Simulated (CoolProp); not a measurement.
A closed Brayton cycle with carbon dioxide: compressor inlet 316.15 K and 9 MPa, high pressure 22.1 MPa, turbine inlet 740 K, compressor efficiency 0.89, turbine efficiency 0.85, recuperator effectiveness 0.8 (on enthalpy, no pinch check). Each further row changes one setting.

Values from CoolProp's reference Helmholtz-energy equation of state, Span 1996.

| case | thermal efficiency (%) | net work (kJ/kg) | compressor to turbine work | compressor exit (K) | turbine exit (K) |
|---|---|---|---|---|---|
| as stated | 25.8 | 68.0 | 0.31 | 369.7 | 643.6 |
| turbine inlet 690 K | 24.5 | 60.0 | [?] | 369.7 | 597.0 |
| compressor inlet 326.15 K | 24.7 | [?] | 0.41 | 396.2 | 643.6 |
| high pressure 18.8 MPa | [?] | 58.3 | 0.29 | [?] | 660.7 |
| recuperator effectiveness 0.5 | 18.8 | 68.0 | 0.31 | 369.7 | 643.6 |

Q: Complete the blanks.

A: 
- turbine inlet 690 K, compressor to turbine work: 0.34
- compressor inlet 326.15 K, net work (kJ/kg): 58.0
- high pressure 18.8 MPa, thermal efficiency (%): 23.7
- high pressure 18.8 MPa, compressor exit (K): 360.0
